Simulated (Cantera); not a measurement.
Input (Python, Cantera) and output of one run.

```python
import numpy as np
import cantera as ct

gas_names = """
    AL ALC ALN ALO ALO2 AL2 AL2O AL2O2 C CN CO CO2 C2 CCN CNC C2N2 C2O C3 C3O2 C4 C4N2 C5 N NCO NO NO2
    NO3 N2 N2O O O2 O3
""".split()
cond_names = """
    AL(cr) AL(L) ALN(s) AL2O3(a) AL2O3(L) C(gr)
""".split()


def load(file, names, dense=False):
    # The tables refer to 1 bar. Condensed volumes are neglected.
    table = {s.name: s for s in ct.Species.list_from_file(file)}
    out = []
    for n in names:
        d = dict(table[n].input_data)
        d["thermo"] = dict(d["thermo"], **{"reference-pressure": 1e5})
        if dense:
            d["equation-of-state"] = {"model": "constant-volume", "density": "1e6 g/cm^3"}
        out.append(ct.Species.from_dict(d))
    return out


gas = ct.Solution(thermo="ideal-gas", species=load("nasa_gas.yaml", gas_names))
cond = {s.name: ct.Solution(thermo="fixed-stoichiometry", species=[s], name=s.name)
        for s in load("nasa_condensed.yaml", cond_names, dense=True)}
atoms = {
    'Al2O3': {'AL': 2, 'O': 3},
    'C': {'C': 1},
    'N2': {'N': 2},
}
top_T = {'ALN(s)': 2750, 'C(gr)': 4500}  # K; cautious upper limits of use, not melting points


def equilibrate(T, P, feed):
    n = {}
    for name, mol in feed.items():
        for a, k in atoms[name].items():
            n[a] = n.get(a, 0.0) + k * mol
    gas.TPX = T, P, n
    mass = sum(n.values()) * gas.mean_molecular_weight
    gas.equilibrate("TP")
    valid = [c for c in cond.values() if c.min_temp <= T <= top_T.get(c.name, c.max_temp)]
    mix = ct.Mixture([(gas, mass / gas.mean_molecular_weight)] + [(c, 0.0) for c in valid])
    mix.T, mix.P = T, P
    mix.equilibrate("TP", solver="vcs", rtol=1e-11, max_steps=5000)
    return mix


results = []
feed = {'Al2O3': 1, 'C': 0.028, 'N2': 3}  # mol
T = 2250  # K
for P in [1, 5.6, 32, 180, 1000, 5600, 32000, 180000, 1000000]:
    mix = equilibrate(T, P, feed)
    results.append((T, P, feed, dict(zip(mix.species_names, mix.species_moles))))

top = {s: max(r[3][s] / sum(r[3][g] for g in gas_names) for r in results) for s in gas_names}
cols = sorted((s for s in top if top[s] > 0.001), key=lambda s: -top[s])[:5]
seen = [c for c in cond_names if any(r[3].get(c, 0) > 1e-12 for r in results)]
print("log10 of partial pressures in bar; condensed amounts in mol")
print(f"{'P/Pa':>10s}" + "".join(f"{s[:9]:>10s}" for s in cols + seen))
for T, P, feed, n in results:
    ng = sum(n[g] for g in gas_names)
    print(f"{P:10.4g}" + "".join(f"{np.log10(max(n[s] / ng * P / 1e5, 1e-99)):10.3f}" for s in cols)
          + "".join(f"{n.get(c, 0):10.4g}" for c in seen))
```

Output:

```
log10 of partial pressures in bar; condensed amounts in mol
      P/Pa        N2         O        AL       ALO        CO    ALN(s)  AL2O3(a)
         1    -5.044    -6.364    -6.510    -7.005    -7.080         0    0.9249
       5.6    -4.264    -6.496    -6.312    -6.939    -6.298         0    0.9812
        32    -3.502    -6.862    -5.762    -6.756    -5.534         0    0.9889
       180    -2.751    -7.326    -5.068    -6.524    -4.782         0    0.9894
      1000    -2.007    -7.781    -4.384    -6.296    -4.037         0    0.9891
      5600    -1.258    -8.224    -3.720    -6.075    -3.288         0    0.9886
   3.2e+04    -0.501    -8.656    -3.072    -5.859    -2.531         0     0.988
   1.8e+05     0.251    -8.713    -2.987    -5.830    -1.778   0.01451    0.9901
     1e+06     0.996    -8.464    -3.360    -5.955    -1.033    0.0184    0.9906
```

Cantera equilibrium calculation (NASA polynomials, part measured and part estimated; ideal gas, pure solids and liquids). Mutual solubility and eutectic melting of coexisting phases are not modelled. Condensed phases not in the tables: aluminium oxynitride.
